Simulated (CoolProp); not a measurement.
A single-stage vapour-compression cycle with ethylene: evaporating at 229.15 K (dew point), condensing at 254.15 K (bubble point), superheat 2 K, subcooling 5 K, compressor efficiency 0.65, no pressure losses. Each further row changes one setting.

Computed with CoolProp (reference Helmholtz-energy equation of state, Smukala 2000).

```tsv
case	cooling COP	pressure ratio	discharge temperature (K)	refrigerating effect (kJ/kg)	volumetric capacity (kJ/m³)
as stated	4.89	2.02	285.4	313	7240
evaporating temperature 234.15 K	6.38	1.73	278.6	314	8490
condensing temperature 249.15 K	6.37	1.77	275.0	328	7600
subcooling 10 K	5.14	2.02	285.4	329	7610
superheat 12 K	4.79	2.02	297.3	331	7090
compressor efficiency 0.55	4.14	2.02	291.3	313	7240
```
